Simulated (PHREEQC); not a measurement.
A made-up water analysis in mg/L, 20 °C, pH 5.96, pe 11.8:

```
constituent           mg/L
------------------  ------
Na                    0.49
K                    0.323
Ca                    1.04
Mg                     1.5
Cl                    2.08
S(6) as SO4            4.5
Alkalinity as HCO3    3.23
Pb                  0.0141
```

Na is adjusted to close the charge balance.
Valence states are taken as typed.

Equilibrium calculation in PHREEQC: ion-association model, wateq4f.dat.

This is a speciation only: nothing precipitates in the calculation.

**Question.** Order these Pb species by the share of Pb that they hold, largest first: Pb+2, PbSO4, PbOH+, PbCO3, PbHCO3+.

**Answer.** Pb+2 (90 %), PbHCO3+ (3.5 %), PbCO3 (2.9 %), PbSO4 (2.0 %), PbOH+ (1.5 %)

The pH is 5.96 and the ionic strength 0.000338 mol/kgw.
